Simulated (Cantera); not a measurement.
**Equilibrium for carbon deposition, reforming and gasification: CH3OH + NH3 + N2**

Charge: 1 mol CH3OH, 0.013 mol NH3, 0.24 mol N2, at 1898 K and 1.20 mbar.

Cantera equilibrium calculation (NASA polynomials, part measured and part estimated; ideal gas, pure solids and liquids). Candidate condensed phases: C, C6H6, C7H8, C8H18, H2O; 136 gas species. Equilibrium is a limit: real reactors are often held back by kinetics, nucleation or transport.

- x(H2): 0.604
- x(CO): 0.303
- x(N2): 0.0748
- x(H): 0.0175
- x(HCN): 9.33e-6
- x(H2O): 8.72e-6
- x(CO2): 1.04e-6
- gas amount: 3.295 mol
- log10 activity of C(graphite) (absent): -2.34
